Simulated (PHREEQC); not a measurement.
Consider water at 30 °C with 0.018 mol/kgw Pb(NO3)2 and 0.02 mol/kgw Zn(NO3)2. Closed to the air; pH follows from the charge balance.

Equilibrium calculation in PHREEQC: ion-association model, wateq4f.dat.

```
quantity                    before     after
-------------------------  -------  --------
pH                            4.86      5.74
ionic strength (mol/kgw)     0.104   0.00113
NO3- (mol/kgw)              0.0712  0.000758
ZnOH+ (mol/kgw)            1.16e-6   1.58e-7
SI of Zincite(c) (ZnO)       -3.26     -3.15
SI of Zn(OH)2-e (Zn(OH)2)    -3.89     -3.78
```

Q: Which change was made?
A) 0.034 mol/kgw HNO3 added
B) Pb(NO3)2 replaced by Ni(NO3)2 at the same molality
C) diluted 100-fold with water
D) Pb(NO3)2 from 0.018 to 0.009 mol/kgw

A: C, diluted 100-fold with water

No solid was allowed to form.
